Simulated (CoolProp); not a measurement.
20 sccm (0 °C, 1 atm) of nitrogen bubbles through liquid p-xylene at 351.7 K and leaves saturated at a total pressure of 0.0863 MPa (ideal gas phase). Each further row changes one setting.

The numbers come from the reference Helmholtz-energy equation of state, Zhou 2012 in CoolProp.

| case | vapour pressure (kPa) | mole fraction of vapour | delivery (mg/min) | delivery (sccm) | change of delivery for a bath 1 K warmer (%) |
|---|---|---|---|---|---|
| as stated | 14.8 | 0.171 | ? | ? | 4.8 |
| bath temperature 356.7 K | ? | ? | 24.8 | 5.23 | 4.8 |
| total pressure 0.173 MPa | 14.8 | ? | 8.85 | ? | ? |

Q: Complete the blanks.

A: 
- as stated, delivery (mg/min): 19.6
- as stated, delivery (sccm): 4.13
- bath temperature 356.7 K, vapour pressure (kPa): 17.9
- bath temperature 356.7 K, mole fraction of vapour: 0.207
- total pressure 0.173 MPa, mole fraction of vapour: 0.0855
- total pressure 0.173 MPa, delivery (sccm): 1.87
- total pressure 0.173 MPa, change of delivery for a bath 1 K warmer (%): 4.3
